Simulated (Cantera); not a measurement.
An isothermal, constant-pressure homogeneous reactor starts with 1.59 % H2, 98.4 % O2, at 950 K and 0.00316 atm.

Computed with Cantera and the H2/O2 subset of GRI-Mech 3.0, which has no nitrogen chemistry. Radical loss at walls, strong at low pressure, is not modelled.

x: mole fraction; the columns are a selection and need not sum to one.

| t (s) | x H2 | x O2 | x H2O2 | x HO2 | x H2O |
|---|---|---|---|---|---|
| 5.00e-6 | 0.0159 | 0.984 | <1e-12 | <1e-12 | <1e-12 |
| 2.45e-5 | 0.0159 | 0.984 | <1e-12 | <1e-12 | <1e-12 |
| 0.000120 | 0.0159 | 0.984 | <1e-12 | 1.04e-12 | <1e-12 |
| 0.000589 | 0.0159 | 0.984 | <1e-12 | 5.09e-12 | <1e-12 |
| 0.00289 | 0.0159 | 0.984 | <1e-12 | 2.50e-11 | 1.32e-11 |
| 0.0141 | 0.0159 | 0.984 | <1e-12 | 1.30e-10 | 1.37e-9 |
| 0.0693 | 0.0136 | 0.982 | ? | 1.08e-6 | 0.00178 |
| 0.340 | 8.28e-5 | 0.977 | 6.22e-9 | 8.68e-7 | 0.0152 |
| 1.67 | 1.58e-5 | 0.983 | 6.14e-9 | 4.58e-7 | 0.0159 |
| 8.16 | 9.75e-7 | 0.984 | ? | 1.07e-7 | 0.0160 |
| 40.0 | 5.19e-8 | 0.984 | ? | 1.36e-8 | 0.0160 |

Q: Complete the blanks.

A: 
- 0.0693, x H2O2: 1.07e-8
- 8.16, x H2O2: 4.31e-9
- 40.0, x H2O2: 1.59e-9
